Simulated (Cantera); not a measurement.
C2H6 + CO2 + H2S (carbon deposition, reforming and gasification)

Input: 1 mol C2H6, 3.9 mol CO2, 1.1 mol H2S, at 5.60 mbar.

These are equilibrium values from Cantera (NASA tables, ideal gas, pure condensed phases), not measurements of a reactor. Candidate condensed phases: C, C6H6, C7H8, C8H18, H2O, H2SO4, S; 123 gas species. Gases not in the tables: S3 to S7. Rates play no part.

```tsv
T (K)	log p CO	log p H2	log p CO2	log p H2O	log p H2S	log p H	log p S2	log p SO	log p S	log p SO2
900	-2.61	-2.83	-3.08	-3.65	-3.23	-11.35	-6.12	-11.68	-12.47	-10.52
1100	-2.59	-2.85	-3.17	-3.42	-3.31	-9.01	-4.33	-8.55	-9.30	-7.72
1300	-2.57	-2.83	-3.29	-3.29	-3.66	-7.37	-3.75	-6.76	-7.43	-6.21
1500	-2.56	-2.82	-3.38	-3.23	-4.07	-6.16	-3.62	-5.62	-6.20	-5.30
1700	-2.55	-2.82	-3.48	-3.21	-4.44	-5.24	-3.62	-4.81	-5.31	-4.68
1900	-2.55	-2.82	-3.59	-3.23	-4.77	-4.51	-3.70	-4.26	-4.65	-4.32
2100	-2.55	-2.82	-3.71	-3.29	-5.11	-3.92	-3.89	-3.91	-4.17	-4.15
2300	-2.56	-2.86	-3.82	-3.37	-5.52	-3.44	-4.26	-3.72	-3.89	-4.12
```
log p: log10 of the partial pressure in bar; nothing condenses.

From 900 K to 2300 K nothing is condensed. The main C-bearing gas is CO throughout.
